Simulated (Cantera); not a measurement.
Charge: 1 mol Fe, 0.23 mol CO2, 150 mol N2, held at 88.0 mbar.

These are equilibrium values from Cantera (NASA tables, ideal gas, pure condensed phases), not measurements of a reactor. Candidate condensed phases: C, Fe, Fe(CO)5, FeO, Fe2O3, Fe3O4; 27 gas species. Each liquid is taken as pure. Mutual solubility and eutectic melting of coexisting phases are not modelled. The tables' stoichiometric FeO is somewhat more stable than real wüstite, so its field is too wide. FeO: taken at fixed stoichiometry. The numbers say what is thermodynamically allowed, not how fast it happens.

Task: Which condensed phases are stable at each of these points (T (K)): 1073, 1173, 1273, 1373, 1473, 1573, 1673, 1773, 1873, 1973, 2073?

Result: 
| T (K) | condensed phases | Fe condensed (%) |
|---|---|---|
| 1073 | Fe(α) + FeO(s) | 100.0 |
| 1173 | Fe(α) + FeO(s) | 100.0 |
| 1273 | Fe(γ) + FeO(s) | 100.0 |
| 1373 | Fe(γ) + FeO(s) | 100.0 |
| 1473 | Fe(γ) + FeO(s) | 100.0 |
| 1573 | Fe(γ) + FeO(s) | 99.9 |
| 1673 | Fe(δ) + FeO(l) | 99.3 |
| 1773 | Fe(δ) + FeO(l) | 96.6 |
| 1873 | Fe(l) + FeO(l) | 86.4 |
| 1973 | Fe(l) + FeO(l) | 53.7 |
| 2073 | FeO(l) | 17.6 |

From 1073 K to 1173 K the condensed part is Fe(α) + FeO(s). From 1273 K to 1573 K the condensed part is Fe(γ) + FeO(s). From 1673 K to 1773 K the condensed part is Fe(δ) + FeO(l). From 1873 K to 1973 K the condensed part is Fe(l) + FeO(l). At 2073 K the condensed part is FeO(l).
